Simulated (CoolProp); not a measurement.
R134a along the isobar 57.6 bar: density (kg/m³) from the reference equation and from simpler models built on Tc = 101.1 °C, pc = 40.59 bar, ω = 0.327; each cubic takes its own stable root.

Model: reference Helmholtz-energy equation of state, Tillner-Roth 1994, in CoolProp.

```json
[
 {"T (°C)": "70.35", "phase": "liquid", "reference": "1052"},
 {"T (°C)": "86.25", "phase": "liquid", "reference": "963.9"},
 {"T (°C)": "102.25", "phase": "supercritical", "reference": "838.5"},
 {"T (°C)": "118.15", "phase": "supercritical", "reference": "580.7"},
 {"T (°C)": "134.05", "phase": "supercritical", "reference": "341.7"},
 {"T (°C)": "149.95", "phase": "supercritical", "reference": "270.8"},
 {"T (°C)": "165.95", "phase": "supercritical", "reference": "233.8"},
 {"T (°C)": "181.85", "phase": "supercritical", "reference": "209.8"}
]
```

### Question
How far does each simpler model (van der Waals, Redlich-Kwong, Soave-Redlich-Kwong, Peng-Robinson) lie from the reference over these 8 states: mean and median of the absolute difference, and the worst?

### Answer
- van der Waals: mean 21.7 %, median 15.5 %, worst -38.4 % at 70.35 °C and 57.6 bar
- Redlich-Kwong: mean 11.3 %, median 7.8 %, worst -20.2 % at 102.25 °C and 57.6 bar
- Soave-Redlich-Kwong: mean 11.7 %, median 11.6 %, worst -20.5 % at 102.25 °C and 57.6 bar
- Peng-Robinson: mean 5.1 %, median 3.6 %, worst -12.8 % at 118.15 °C and 57.6 bar
